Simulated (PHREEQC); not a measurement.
Solution (20 °C and 100 atm): 1.4 mmol/kgw CaSO4 and 0.23 mmol/kgw CO2. Closed to the air; pH follows from the charge balance.

Model: ion-association model, phreeqc.dat, run in PHREEQC.

| quantity | before | after |
|---|---|---|
| pH | 5.01 | 4.65 |
| ionic strength (mol/kgw) | 0.00504 | 0.00505 |
| HCO3- (mol/kgw) | 1.12e-5 | 2.53e-5 |
| (CO2)2 (mol/kgw) | 7.42e-10 | 1.96e-8 |
| CO3-2 (mol/kgw) | 6.73e-11 | 6.73e-11 |

### Question
Which change was made?
(A) CO2 from 0.00023 to 0.00115 mol/kgw
(B) CaSO4 left out
(C) 5.3e-05 mol/kgw Na2SiO3 added
(D) CaSO4 replaced by K2SO4 at the same molality
(E) CaSO4 from 0.0014 to 0.00014 mol/kgw

### Answer
A, CO2 from 0.00023 to 0.00115 mol/kgw

Precipitation was switched off in this run. Under pressure, the constants of complexes without a molar volume in the database are unreliable.
